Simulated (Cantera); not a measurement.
Input: 1 mol C2H4, 7.8 mol H2, equilibrated at 4.00 bar.

Cantera equilibrium calculation (NASA polynomials, part measured and part estimated; ideal gas, pure solids and liquids). Candidate condensed phases: C, C6H6, C7H8, C8H18; 86 gas species. Ions and electrons are included (thermal ionisation). The numbers say what is thermodynamically allowed, not how fast it happens. All values below are at 4727 °C.

Base state: H 0.850, H2 0.0699, C 0.0598, C2 0.00953, C2H 0.00438, C3 0.00370, CH 0.00199, C2H2 (acetylene) 0.000411 (mole fractions); condensed: gas only.

Question: What changes in the equilibrium state with this change: C2H4 replaced by n-butane?

Answer: 
```
species   before    after
-------  -------  -------
H          0.850    0.823
C         0.0598   0.0770
H2        0.0699   0.0655
C2       0.00953   0.0158
C5       7.41e-6  2.63e-5
C4       2.29e-5  6.32e-5
C3       0.00370  0.00792
C2H      0.00438  0.00704
```
